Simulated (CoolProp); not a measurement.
A single-stage vapour-compression cycle with sulfur dioxide: evaporating at 289.15 K (dew point), condensing at 345.15 K (bubble point), superheat 10 K, subcooling 0 K, compressor efficiency 0.75, no pressure losses. Each further row changes one setting.

Values from CoolProp's reference Helmholtz-energy equation of state, Gao 2016.

```tsv
case	cooling COP	pressure ratio	discharge temperature (K)	refrigerating effect (kJ/kg)	volumetric capacity (kJ/m³)
as stated	3.06	5.19	450.0	292	2270
evaporating temperature 294.15 K	3.49	4.35	438.6	294	2700
condensing temperature 340.15 K	3.44	4.59	437.4	299	2330
subcooling 5 K	3.14	5.19	450.0	299	2330
superheat 20 K	3.02	5.19	463.9	299	2240
compressor efficiency 0.65	2.66	5.19	469.0	292	2270
```
